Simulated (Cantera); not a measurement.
Input (Python, Cantera) and output of one run.

```python
import numpy as np
import cantera as ct

gas_names = """
    CL CL2 H HCL H2 Si SiCL SiCL2 SiCL3 SiCL4 SiH SiHCL3 SiH2 SiH2CL2 SiH3 SiH3CL SiH4 Si2 Si3
""".split()
cond_names = """
    Si(cr) Si(L)
""".split()


# ... load() reads the species with a 1 bar reference pressure and builds the phases ...
atoms = {
    'SiHCl3': {'Si': 1, 'H': 1, 'CL': 3},
    'H2': {'H': 2},
}
top_T = {}  # K; cautious upper limits of use, not melting points


# ... equilibrate(T, P, feed) seeds the gas with the atoms and calls Mixture.equilibrate('TP', solver="vcs", rtol=1e-11, max_steps=5000) ...
results = []
feed = {'SiHCl3': 1, 'H2': 320}  # mol
P = 101325  # Pa
for T in [1548, 1573, 1598, 1623, 1648, 1673, 1698, 1723, 1748, 1773]:
    mix = equilibrate(T, P, feed)
    results.append((T, P, feed, dict(zip(mix.species_names, mix.species_moles))))

top = {s: max(r[3][s] / sum(r[3][g] for g in gas_names) for r in results) for s in gas_names}
cols = sorted((s for s in top if top[s] > 1e-06), key=lambda s: -top[s])[:5]
seen = [c for c in cond_names if any(r[3].get(c, 0) > 1e-12 for r in results)]
print("log10 of partial pressures in bar; condensed amounts in mol")
print(f"{'T/K':>10s}" + "".join(f"{s[:9]:>10s}" for s in cols + seen))
for T, P, feed, n in results:
    ng = sum(n[g] for g in gas_names)
    print(f"{T:10.4g}" + "".join(f"{np.log10(max(n[s] / ng * P / 1e5, 1e-99)):10.3f}" for s in cols)
          + "".join(f"{n.get(c, 0):10.4g}" for c in seen))
```

Output:

```
log10 of partial pressures in bar; condensed amounts in mol
       T/K        H2       HCL         H     SiCL2      SiH2    Si(cr)     Si(L)
      1548     0.002    -2.052    -4.511    -3.583    -5.563    0.9101         0
      1573     0.002    -2.052    -4.390    -3.576    -5.434    0.9092         0
      1598     0.002    -2.052    -4.273    -3.569    -5.309     0.908         0
      1623     0.002    -2.052    -4.160    -3.562    -5.188    0.9066         0
      1648     0.002    -2.052    -4.049    -3.556    -5.070     0.905         0
      1673     0.002    -2.053    -3.943    -3.550    -4.956    0.9032         0
      1698     0.002    -2.053    -3.839    -3.551    -4.853         0    0.9025
      1723     0.002    -2.052    -3.738    -3.566    -4.768         0    0.9045
      1748     0.002    -2.051    -3.640    -3.580    -4.686         0    0.9061
      1773     0.002    -2.050    -3.545    -3.594    -4.606         0    0.9071
```

Equilibrium computed with Cantera from the NASA thermochemical tables; the gas is ideal and each condensed phase is pure. Gases not in the tables: Si2H6 and higher silanes.
